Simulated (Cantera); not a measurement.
An isothermal, constant-pressure homogeneous reactor starts with 26.3 % C2H6, 73.7 % N2, at 1850 K and 0.00430 bar.

Computed with Cantera and GRI-Mech 3.0 (53 species, 325 reactions). GRI-Mech 3.0 stops at C3 and has no aromatics, soot or wall deposition, so with more carbon than oxygen in the feed, carbon stays in small species such as C2H2 where larger ones or solid carbon would form. Radical loss at walls, strong at low pressure, is not modelled.

Task: Predict: x(C2H6) at 2.00 s; x(H2) at 2.00 s; x(CH3) at 2.00 s; x(CH2) at 2.00 s; x(H) at 2.00 s.

Result: 
* **x(C2H6) at 2.00 s**: 4.61e-9 (gas-phase equilibrium 3.79e-12)
* **x(H2) at 2.00 s**: 0.342 (gas-phase equilibrium 0.342)
* **x(CH3) at 2.00 s**: 0.000109 (gas-phase equilibrium 3.19e-6)
* **x(CH2) at 2.00 s**: 1.32e-6 (gas-phase equilibrium 5.28e-8)
* **x(H) at 2.00 s**: 0.00361 (gas-phase equilibrium 0.00484)
